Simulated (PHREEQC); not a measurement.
# Nickel, zinc or cadmium bath: speciation

A solution holds 0.0087 mol CdCl2, 0.0225 mol KCl and 3.3e-05 mol HCl per kg of water, at 30 °C. Closed to the air; pH follows from the charge balance.

Computed with PHREEQC (ion-association model, phreeqc.dat).

Precipitation was switched off in this run.

Estimate the pH.

pH 4.54.

In which forms is Cd present?

CdCl+ 58 %, Cd+2 36 %, CdCl2 5.8 % of the Cd.
